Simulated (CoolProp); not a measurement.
R114 along the isotherm 207.65 °C: Z from the reference equation and from simpler models built on Tc = 147.5 °C, pc = 3352 kPa, ω = 0.252; each cubic takes its own stable root.

Values from CoolProp's reference Helmholtz-energy equation of state, Platzer 1990. This equation is an older, rougher fit; its heat capacities, sound speeds and derivatives of the liquid may be far off and weren't checked against measurements.

```
p (kPa)          phase  reference
-------  -------------  ---------
15.9               gas     0.9990
26.8               gas     0.9983
45.3               gas     0.9971
76.4               gas     0.9951
129                gas     0.9917
218                gas     0.9860
367                gas     0.9763
620                gas     0.9595
1050               gas     0.9302
1770               gas     0.8786
2980               gas     0.7847
5030     supercritical     0.6111
```

Q: How far does each simpler model (van der Waals, Redlich-Kwong, Soave-Redlich-Kwong, Peng-Robinson) lie from the reference over these 12 states: mean and median of the absolute difference, and the worst?

A: 
- van der Waals: mean 1.2 %, median 0.0 %, worst -11.8 % at 207.65 °C and 5030 kPa
- Redlich-Kwong: mean 0.7 %, median 0.1 %, worst -4.5 % at 207.65 °C and 5030 kPa
- Soave-Redlich-Kwong: mean 0.6 %, median 0.0 %, worst +4.9 % at 207.65 °C and 5030 kPa
- Peng-Robinson: mean 0.5 %, median 0.3 %, worst -1.9 % at 207.65 °C and 2980 kPa
